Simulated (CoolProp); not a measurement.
R1234yf along the isotherm 410 K: fugacity coefficient from the reference equation and from simpler models built on Tc = 367.8 K, pc = 3384 kPa, ω = 0.276; each cubic takes its own stable root.

Values from CoolProp's reference Helmholtz-energy equation of state, Lemmon 2022.

```csv
p (kPa),phase,reference,van der Waals,Redlich-Kwong,Soave-Redlich-Kwong
26.8,gas,0.9981,0.9982,0.9980,0.9982
47.6,gas,0.9966,0.9968,0.9965,0.9967
84.6,gas,0.9940,0.9943,0.9938,0.9942
150,gas,0.9894,0.9899,0.9890,0.9897
268,gas,0.9811,0.9820,0.9804,0.9817
476,gas,0.9665,0.9681,0.9654,0.9676
846,gas,0.9409,0.9435,…,0.9428
1500,gas,0.8963,0.9002,0.8929,0.8997
2680,gas,0.8184,…,0.8123,0.8246
4760,supercritical,0.6885,…,0.6765,0.7001
8460,supercritical,0.5074,0.5046,0.5004,0.5347
```

Task: Complete the blanks.

Result: 
- 846, Redlich-Kwong: 0.9389
- 2680, van der Waals: 0.8225
- 4760, van der Waals: 0.6817
